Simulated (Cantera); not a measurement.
# Equilibrium for silicon oxide and oxynitride deposition: TEOS + NO + N2

Input: 1 mol TEOS, 7.5 mol NO, 19 mol N2, held at 1627 °C and 12.0 mbar.

Method: chemical equilibrium by Gibbs-energy minimisation in Cantera with the NASA 1993 tables (ideal gas, pure condensed phases). Candidate condensed phases: C, C6H6, C7H8, C8H18, H2O, Si, SiC, SiO2, Si2N2O, Si3N4; 151 gas species. The feed counts by its element totals alone. The tables hold silica as quartz up to 1696 K and as liquid above; real silica turns to tridymite and cristobalite and melts near 1996 K. Kinetics and transport are ignored.

| Property | Result |
|---|---|
| x(N2) | 0.554 |
| x(H2) | 0.206 |
| x(CO) | 0.187 |
| x(H2O) | 0.0355 |
| x(CO2) | 0.00765 |
| x(SiO) | 0.00670 |
| x(H) | 0.00329 |
| x(OH) | 4.65e-5 |
| x(SiO2) | 3.45e-6 |
| n(SiO2(condensed)) | 0.724 mol |
| gas amount | 41.09 mol |
| log10 activity of C(graphite) (absent) | -5.63 |
| log10 activity of Si(l) (absent) | -6.37 |
